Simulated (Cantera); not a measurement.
An isothermal, constant-pressure homogeneous reactor starts with CO : O2 : H2O : N2 = 0.0083 : 0.0061 : 0.0039 : 1 (molar parts), at 1000 K and 270000 Pa. Integrator tolerance rtol = 1e-08.

Cantera simulation using GRI-Mech 3.0 (53 species, 325 reactions); the numbers are that mechanism's predictions, not measurements.

**Question.** What does this change do: temperature 1000 to 1375 K?

**Answer.** 
```tsv
quantity	before	after
x(CO) at 20.0 s	0.000286 (gas-phase equilibrium 6.96e-12)	7.23e-8 (gas-phase equilibrium 7.29e-8)
x(O2) at 20.0 s	0.00207 (gas-phase equilibrium 0.00192)	0.00192 (gas-phase equilibrium 0.00189)
x(H2O) at 20.0 s	0.00384 (gas-phase equilibrium 0.00385)	0.00384 (gas-phase equilibrium 0.00384)
x(O) at 20.0 s	1.09e-8 (gas-phase equilibrium 4.22e-12)	1.71e-8 (gas-phase equilibrium 1.69e-8)
x(NO2) at 20.0 s	4.69e-9 (gas-phase equilibrium 2.84e-8)	1.77e-9 (gas-phase equilibrium 8.45e-8)
x(OH) at 20.0 s	1.53e-8 (gas-phase equilibrium 5.46e-9)	1.13e-6 (gas-phase equilibrium 1.13e-6)
x(NO) at 20.0 s	1.42e-9 (gas-phase equilibrium 3.37e-6)	1.39e-6 (gas-phase equilibrium 6.70e-5)
```
